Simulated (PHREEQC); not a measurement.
Solution (25 °C): 1.5 mmol/kgw Ag2SO4. Closed to the air; pH follows from the charge balance.

All values are PHREEQC results (ion-association model, wateq4f.dat), not measurements.

```json
[
 {"quantity": "pH", "before": "6.97", "after": "7.00"},
 {"quantity": "HSO4- (mol/kgw)", "before": "1.21e-8", "after": "1.36e-9"}
]
```

Problem. Which change was made?
A) Ag2SO4 from 0.0015 to 0.00165 mol/kgw
B) diluted 5-fold with water
C) Ag2SO4 replaced by H2SO4 at the same molality
D) diluted 10-fold with water
E) Ag2SO4 from 0.0015 to 0.0075 mol/kgw

Solution. D, diluted 10-fold with water

Precipitation was switched off in this run.
